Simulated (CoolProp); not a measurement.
Vapour-liquid equilibrium of ethylbenzene (1) + o-xylene (2) at 0.887 MPa; x and y are mole fractions of (1).

Computed with CoolProp (multi-fluid Helmholtz-energy mixture model, Zhou 2012 and Zhou 2012; pair parameters Bell 2016).

Give the bubble temperature and the first vapour's composition at x = 0.25, 0.45, 0.85. Is there an azeotrope?

x = 0.25: 521.0 K, y = 0.274; x = 0.45: 518.9 K, y = 0.481; x = 0.85: 515.2 K, y = 0.863. No azeotrope shows between x = 0.05 and 0.95.

Pair parameters are fitted to limited data, so mixtures are less certain than the pure fluids.
